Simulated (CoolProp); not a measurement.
Ammonia along the isobar 0.812 MPa: density (kg/m³) from the reference equation and from simpler models built on Tc = 405.6 K, pc = 11.36 MPa, ω = 0.256; each cubic takes its own stable root.

Model: reference Helmholtz-energy equation of state, Gao 2020, in CoolProp.

```csv
T (K),phase,reference,van der Waals,Redlich-Kwong,Peng-Robinson
225.6,liquid,…,364.1,538.5,622.7
275.5,liquid,…,6.389,485.2,…
325.3,gas,…,…,5.365,…
375.1,gas,4.600,4.553,…,…
424.9,gas,4.005,3.991,4.001,4.009
474.8,gas,3.556,3.555,3.558,3.561
524.6,gas,3.203,3.206,3.207,3.207
574.4,gas,2.917,2.921,2.920,2.919
```

**Question.** Complete the blanks.

**Answer.** 
- 225.6, reference: 699.2
- 275.5, reference: 635.7
- 275.5, Peng-Robinson: 570.4
- 325.3, reference: 5.457
- 325.3, van der Waals: 5.309
- 325.3, Peng-Robinson: 5.406
- 375.1, Redlich-Kwong: 4.576
- 375.1, Peng-Robinson: 4.595

At some of these states van der Waals gives the other phase, because its saturation line lies elsewhere.
